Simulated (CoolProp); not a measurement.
Chlorine at 274.62 K and 0.264 MPa is throttled through a valve to 0.0587 MPa with no heat exchange. Each further row changes one setting.

Computed with CoolProp (reference Helmholtz-energy equation of state, Thol 2021).

| case | temperature change (K) | final density (kg/m³) |
|---|---|---|
| as stated | ? | ? |
| outlet pressure 0.0176 MPa | ? | ? |
| outlet pressure 0.0763 MPa | ? | ? |

Problem. Some entries are withheld; supply them.

Solution. 
- as stated, temperature change (K): -7.8
- as stated, final density (kg/m³): 1.90
- outlet pressure 0.0176 MPa, temperature change (K): -9.4
- outlet pressure 0.0176 MPa, final density (kg/m³): 0.568
- outlet pressure 0.0763 MPa, temperature change (K): -7.1
- outlet pressure 0.0763 MPa, final density (kg/m³): 2.47
